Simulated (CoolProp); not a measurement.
Model: reference Helmholtz-energy equation of state, Lemmon 2006, in CoolProp. It is a short technical equation, of lower accuracy than the large ones.

Problem. For n-nonane, give the phase and the viscosity (µPa s), Prandtl number at 600 K and 0.0722 MPa.

Solution. 
- 600 K and 0.0722 MPa: gas; viscosity 10.7, Prandtl number 0.747

Viscosity comes from a separate model (Huber 2004). Thermal conductivity comes from a separate model (Huber 2005).
